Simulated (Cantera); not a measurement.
Cantera run:

```python
import numpy as np
import cantera as ct

gas_names = [...]  # 110 gases of nasa_gas.yaml made of C, H, O
cond_names = """
    C(gr) C6H6(L) C7H8(L) C8H18(L),n-octa H2O(s) H2O(L)
""".split()


# ... load() reads the species with a 1 bar reference pressure and builds the phases ...
atoms = {
    'CH3OH': {'C': 1, 'H': 4, 'O': 1},
    'H2O': {'H': 2, 'O': 1},
    'CO2': {'C': 1, 'O': 2},
}
top_T = {'C(gr)': 4500}  # K; cautious upper limits of use, not melting points


# ... equilibrate(T, P, feed) seeds the gas with the atoms and calls Mixture.equilibrate('TP', solver="vcs", rtol=1e-11, max_steps=5000) ...
results = []
feed = {'CH3OH': 1, 'H2O': 0.06, 'CO2': 0.053}  # mol
T = 2675  # K
P = 1333.22  # Pa
mix = equilibrate(T, P, feed)
results.append((T, P, feed, dict(zip(mix.species_names, mix.species_moles))))
print(gas.report(threshold=0.001))
for i in range(1, mix.n_phases):
    print(f"{mix.phase(i).name:16s} {mix.phase_moles(i):12.5e} mol")
```

Output:

```
       temperature   2675 K
          pressure   1333.2 Pa
           density   0.00058356 kg/m^3
  mean mol. weight   9.7352 kg/kmol
   phase of matter   gas

                          1 kg             1 kmol
                     ---------------   ---------------
          enthalpy         9.793e+06        9.5336e+07  J
   internal energy        7.5083e+06        7.3095e+07  J
           entropy             26350        2.5652e+05  J/K
    Gibbs function       -6.0693e+07       -5.9086e+08  J
 heat capacity c_p            3345.6             32570  J/K
 heat capacity c_v            2491.5             24255  J/K

                      mass frac. Y      mole frac. X     chem. pot. / RT
                     ---------------   ---------------   ---------------
                CO           0.82485           0.28669           -39.269
               CO2          0.011038         0.0024418            -61.39
                 H          0.029278           0.28277            -12.84
                H2          0.082742           0.39956           -25.681
               H2O          0.041964          0.022677           -47.802
                 O         0.0029834         0.0018153           -22.121
                OH          0.007004         0.0040093           -34.961
     [ +103 minor]        0.00013746        4.1833e-05

C(gr)             0.00000e+00 mol
```

Equilibrium computed with Cantera from the NASA thermochemical tables; the gas is ideal and each condensed phase is pure.
